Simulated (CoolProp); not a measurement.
Values from CoolProp's reference Helmholtz-energy equation of state, Wu 2011.

Problem. Give the vapour pressure (MPa), liquid density (kg/m³), liquid cp (kJ/(kg K)), vapour Z of saturated dimethyl ether at 346.5, 354.9 K.

Solution. 
| T (K) | p (MPa) | liquid density (kg/m³) | liquid cp (kJ/(kg K)) | vapour Z |
|---|---|---|---|---|
| 346.5 | 1.94 | 571 | 2.87 | 0.735 |
| 354.9 | 2.31 | 552 | 3.02 | 0.699 |
